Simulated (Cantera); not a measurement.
Feed: 1 mol Al(CH₃)₃, 17 mol N₂, held at 120 Pa.

Cantera equilibrium calculation (NASA polynomials, part measured and part estimated; ideal gas, pure solids and liquids). Candidate condensed phases: Al, AlN, C, C₆H₆, C₇H₈, C₈H₁₈; 97 gas species. The feed counts by its element totals alone. Kinetics and transport are ignored. All values below are at 773 K.

Base state: N₂ 0.786, H₂ 0.214, CH₄ 0.000116 (mole fractions); condensed: AlN(s) + C(graphite).

### Question
What changes in the equilibrium state with this change: N₂ from 17 to 0.92 mol?

### Answer
| species | before | after |
|---|---|---|
| H₂ | 0.214 | 0.912 |
| N₂ | 0.786 | 0.0855 |
| CH₄ | 0.000116 | 0.00212 |
| AlN(s), mol | 1.00 | 1.00 |
| C(graphite), mol | 3.00 | 2.99 |
